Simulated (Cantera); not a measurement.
Gas mixture: CH3OH : C2H6 = 0.94 : 0.55 (molar parts), at 2670 Pa, frozen composition.

Cantera's kinetic-theory transport with the Lennard-Jones parameters of GRI-Mech 3.0, ideal gas; thermal conductivity in the mixture-averaged form. Polar gases are described roughly by these parameters. The composition is frozen, though it would react at the higher temperatures.

One state of this run: ρ (kg/m³) = 0.0126; cp (J/kg/K) = 2881; μ (µPa s) = 24.3; λ (mW/m/K) = 92.4; Pr = 0.756; D (cm²/s) CH3 = 37.1; D (cm²/s) NO = 33.1; D (cm²/s) C2H2 = 27.6. D: mixture-averaged diffusion coefficient of that species in the mixture.

Task: Which value of T (K) does it belong to?
A. 1000
B. 1200
C. 1400
D. 800

Result: D, 800
